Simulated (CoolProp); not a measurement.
Values from CoolProp's reference Helmholtz-energy equation of state, Schmidt 1985.

Task: For oxygen, give the phase and the speed of sound (m/s) at 143.9 K and 39.9 kPa; 143.9 K and 2990 kPa.

Result: 
- 143.9 K and 39.9 kPa: gas; speed of sound 228
- 143.9 K and 2990 kPa: gas; speed of sound 189
